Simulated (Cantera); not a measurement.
An isothermal, constant-pressure homogeneous reactor starts with N₂O : N₂ = 1 : 1 (molar parts), at 1425 K and 2670 Pa. Integrator tolerance rtol = 1e-08.

Cantera simulation using GRI-Mech 3.0 (53 species, 325 reactions); the numbers are that mechanism's predictions, not measurements. GRI-Mech 3.0 was tuned for natural gas; its chemistry of N2O as a main component is partial and can be far from experiment. Radical loss at walls, strong at low pressure, is not modelled. The temperature is held fixed by assumption; the heat of reaction is taken as removed at once.

Task: What does this change do: pressure from 2670 Pa to 54000 Pa?

Result: 
| quantity | before | after |
|---|---|---|
| x(N₂O) at 6.00 s | 0.0131 (gas-phase equilibrium 8.49e-9) | 1.54e-6 (gas-phase equilibrium 3.82e-8) |
| x(NO) at 6.00 s | 0.0807 (gas-phase equilibrium 0.000821) | 0.0706 (gas-phase equilibrium 0.000821) |
| x(O₂) at 6.00 s | 0.154 (gas-phase equilibrium 0.200) | 0.164 (gas-phase equilibrium 0.200) |
| x(NO₂) at 6.00 s | 2.51e-5 (gas-phase equilibrium 8.88e-7) | 0.000312 (gas-phase equilibrium 3.99e-6) |
| x(O) at 6.00 s | 2.67e-5 (gas-phase equilibrium 3.82e-6) | 7.72e-7 (gas-phase equilibrium 8.49e-7) |
| x(N₂) at 6.00 s | 0.752 (gas-phase equilibrium 0.800) | 0.765 (gas-phase equilibrium 0.800) |

Task: What does this change do: N2O 1 to 0.54 parts?

Result: 
| quantity | before | after |
|---|---|---|
| x(N₂O) at 6.00 s | 0.0131 (gas-phase equilibrium 8.49e-9) | 0.00975 (gas-phase equilibrium 7.80e-9) |
| x(NO) at 6.00 s | 0.0807 (gas-phase equilibrium 0.000821) | 0.0601 (gas-phase equilibrium 0.000731) |
| x(O₂) at 6.00 s | 0.154 (gas-phase equilibrium 0.200) | 0.115 (gas-phase equilibrium 0.149) |
| x(NO₂) at 6.00 s | 2.51e-5 (gas-phase equilibrium 8.88e-7) | 1.69e-5 (gas-phase equilibrium 6.82e-7) |
| x(O) at 6.00 s | 2.67e-5 (gas-phase equilibrium 3.82e-6) | 2.67e-5 (gas-phase equilibrium 3.30e-6) |
| x(N₂) at 6.00 s | 0.752 (gas-phase equilibrium 0.800) | 0.815 (gas-phase equilibrium 0.850) |

Task: What does this change do: N2O 1 to 9.1 parts?

Result: 
```json
[
 {"quantity": "x(N₂O) at 6.00 s", "before": "0.0131 (gas-phase equilibrium 8.49e-9)", "after": "0.0204 (gas-phase equilibrium 9.12e-9)"},
 {"quantity": "x(NO) at 6.00 s", "before": "0.0807 (gas-phase equilibrium 0.000821)", "after": "0.126 (gas-phase equilibrium 0.000950)"},
 {"quantity": "x(O₂) at 6.00 s", "before": "0.154 (gas-phase equilibrium 0.200)", "after": "0.241 (gas-phase equilibrium 0.310)"},
 {"quantity": "x(NO₂) at 6.00 s", "before": "2.51e-5 (gas-phase equilibrium 8.88e-7)", "after": "4.73e-5 (gas-phase equilibrium 1.28e-6)"},
 {"quantity": "x(O) at 6.00 s", "before": "2.67e-5 (gas-phase equilibrium 3.82e-6)", "after": "2.68e-5 (gas-phase equilibrium 4.76e-6)"},
 {"quantity": "x(N₂) at 6.00 s", "before": "0.752 (gas-phase equilibrium 0.800)", "after": "0.613 (gas-phase equilibrium 0.689)"}
]
```
